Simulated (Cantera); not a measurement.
What does this Cantera script print?

```python
import numpy as np
import cantera as ct

gas = ct.Solution("gri30.yaml")


def delay(T, t_max=10):
    gas.TPX = T, 73000, {'H2': 1, 'O2': 0.385, 'N2': 1.45}
    reactor = ct.IdealGasReactor(gas, clone=False)
    net = ct.ReactorNet([reactor])
    net.rtol, net.atol = 1e-8, 1e-16
    while net.time < t_max:
        t_old, T_old = net.time, reactor.T
        net.step()
        if reactor.T > T + 400:  # ignition: a rise of 400 K
            return t_old + (T + 400 - T_old) / (reactor.T - T_old) * (net.time - t_old)
    return np.nan


taus = []
for T in [1200, 1250, 1300, 1350, 1400, 1450, 1500]:
    taus.append(delay(T))
    print(f"T0 = {T:6g} K   tau = {taus[-1]:.4e} s")
```

Result:

```
T0 =   1200 K   tau = 6.2080e-05 s
T0 =   1250 K   tau = 4.8686e-05 s
T0 =   1300 K   tau = 3.9428e-05 s
T0 =   1350 K   tau = 3.2861e-05 s
T0 =   1400 K   tau = 2.8134e-05 s
T0 =   1450 K   tau = 2.4712e-05 s
T0 =   1500 K   tau = 2.2241e-05 s
```

Cantera simulation using GRI-Mech 3.0 (53 species, 325 reactions); the numbers are that mechanism's predictions, not measurements. Where the delays flatten at high temperature, the 400 K rule measures the pace of heat release, not the induction time.
